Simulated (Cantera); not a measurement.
Input (Python, Cantera) and output of one run.

```python
import numpy as np
import cantera as ct

gas_names = [...]  # 136 gases of nasa_gas.yaml made of C, H, N, O
cond_names = """
    C(gr) C6H6(L) C7H8(L) C8H18(L),n-octa H2O(s) H2O(L)
""".split()


# ... load() reads the species with a 1 bar reference pressure and builds the phases ...
atoms = {
    'C3H8': {'C': 3, 'H': 8},
    'NH3': {'N': 1, 'H': 3},
    'N2': {'N': 2},
    'H2O': {'H': 2, 'O': 1},
}
top_T = {'C(gr)': 4500}  # K; cautious upper limits of use, not melting points


# ... equilibrate(T, P, feed) seeds the gas with the atoms and calls Mixture.equilibrate('TP', solver="vcs", rtol=1e-11, max_steps=5000) ...
results = []
feed = {'C3H8': 1, 'NH3': 0.39, 'N2': 40, 'H2O': 0.59}  # mol
T = 2473  # K
P = 380000  # Pa
mix = equilibrate(T, P, feed)
results.append((T, P, feed, dict(zip(mix.species_names, mix.species_moles))))
print(gas.report(threshold=0.001))
for i in range(1, mix.n_phases):
    print(f"{mix.phase(i).name:16s} {mix.phase_moles(i):12.5e} mol")
```

It prints:

```
       temperature   2473 K
          pressure   3.8e+05 Pa
           density   0.46802 kg/m^3
  mean mol. weight   25.325 kg/kmol
   phase of matter   gas

                          1 kg             1 kmol
                     ---------------   ---------------
          enthalpy        3.0188e+06         7.645e+07  J
   internal energy        2.2069e+06        5.5888e+07  J
           entropy            9774.1        2.4753e+05  J/K
    Gibbs function       -2.1153e+07       -5.3568e+08  J
 heat capacity c_p            1463.8             37069  J/K
 heat capacity c_v            1135.4             28755  J/K

                      mass frac. Y      mole frac. X     chem. pot. / RT
                     ---------------   ---------------   ---------------
                CO          0.014173          0.012814           -36.845
                 H        0.00014316         0.0035967           -10.578
               HCN          0.020608          0.019311           -27.062
               HNC         0.0023385         0.0021912           -27.062
                H2         0.0078702          0.098864           -21.157
                N2           0.95371           0.86215           -26.491
     [ +130 minor]          0.001157          0.001069

C(gr)             1.32357e+00 mol
```

Cantera equilibrium calculation (NASA polynomials, part measured and part estimated; ideal gas, pure solids and liquids).
